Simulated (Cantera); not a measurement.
**Equilibrium for abatement and gas-phase synthesis: SO2 + O2 + H2**

Input: 1 mol SO2, 0.031 mol O2, 0.19 mol H2, held at 1525 K and 0.100 bar.

These are equilibrium values from Cantera (NASA tables, ideal gas, pure condensed phases), not measurements of a reactor. Candidate condensed phases: H2O, H2SO4, S; 19 gas species. The numbers say what is thermodynamically allowed, not how fast it happens.

```json
{
  "x(SO2)": "0.806",
  "x(H2O)": "0.157",
  "x(S2)": "0.0225",
  "x(SO)": "0.00624",
  "x(H2)": "0.00609",
  "x(S2O)": "0.00146",
  "x(H2S)": "0.000933",
  "x(SH)": "0.000209",
  "x(S)": "2.57e-5",
  "gas_amount": "1.161 mol",
  "log10 activity of S(l) (absent)": "-2.56"
}
```
